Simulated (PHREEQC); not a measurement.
HCl is added in steps, without added water, to 1 kg of water holding 2.7 mmol/kgw K2HPO4 and 0.16 mmol/kgw NaH2PO4, at 25 °C. O2 is buffered at 0.21 atm. The system is closed to CO2. Precipitation was switched off in this run.

Base run: PHREEQC, ion-association model, wateq4f.dat. Each further column changes one thing. The table gives pH.

```json
[
 {"HCl added (mol)": "0", "base": "8.30", "temperature from 25 to 85 °C": "8.07", "diluted 2-fold with water": "8.33", "NaH2PO4 from 0.00016 to 0.0008 mol/kgw": "7.61", "solids may form": "8.30"},
 {"HCl added (mol)": "0.0021", "base": "6.52", "temperature from 25 to 85 °C": "6.39", "diluted 2-fold with water": "3.22", "NaH2PO4 from 0.00016 to 0.0008 mol/kgw": "6.41", "solids may form": "6.52"},
 {"HCl added (mol)": "0.0042", "base": "2.98", "temperature from 25 to 85 °C": "3.04", "diluted 2-fold with water": "2.63", "NaH2PO4 from 0.00016 to 0.0008 mol/kgw": "3.00", "solids may form": "2.98"},
 {"HCl added (mol)": "0.00735", "base": "2.46", "temperature from 25 to 85 °C": "2.51", "diluted 2-fold with water": "2.30", "NaH2PO4 from 0.00016 to 0.0008 mol/kgw": "2.48", "solids may form": "2.46"},
 {"HCl added (mol)": "0.00945", "base": "2.29", "temperature from 25 to 85 °C": "2.33", "diluted 2-fold with water": "2.17", "NaH2PO4 from 0.00016 to 0.0008 mol/kgw": "2.31", "solids may form": "2.29"},
 {"HCl added (mol)": "0.01155", "base": "2.17", "temperature from 25 to 85 °C": "2.20", "diluted 2-fold with water": "2.07", "NaH2PO4 from 0.00016 to 0.0008 mol/kgw": "2.18", "solids may form": "2.17"},
 {"HCl added (mol)": "0.01365", "base": "2.07", "temperature from 25 to 85 °C": "2.09", "diluted 2-fold with water": "1.99", "NaH2PO4 from 0.00016 to 0.0008 mol/kgw": "2.09", "solids may form": "2.07"},
 {"HCl added (mol)": "0.0168", "base": "1.95", "temperature from 25 to 85 °C": "1.97", "diluted 2-fold with water": "1.89", "NaH2PO4 from 0.00016 to 0.0008 mol/kgw": "1.97", "solids may form": "1.95"},
 {"HCl added (mol)": "0.0189", "base": "1.89", "temperature from 25 to 85 °C": "1.91", "diluted 2-fold with water": "1.83", "NaH2PO4 from 0.00016 to 0.0008 mol/kgw": "1.90", "solids may form": "1.89"},
 {"HCl added (mol)": "0.021", "base": "1.84", "temperature from 25 to 85 °C": "1.85", "diluted 2-fold with water": "1.78", "NaH2PO4 from 0.00016 to 0.0008 mol/kgw": "1.85", "solids may form": "1.84"}
]
```

H3PO4, which wateq4f.dat lacks, is added to it with the constant of phreeqc.dat. Away from 25 °C the constants follow the database's enthalpies or fits; those with neither stay at their 25 °C values. Solids allowed in the column 'solids may form': Halite.
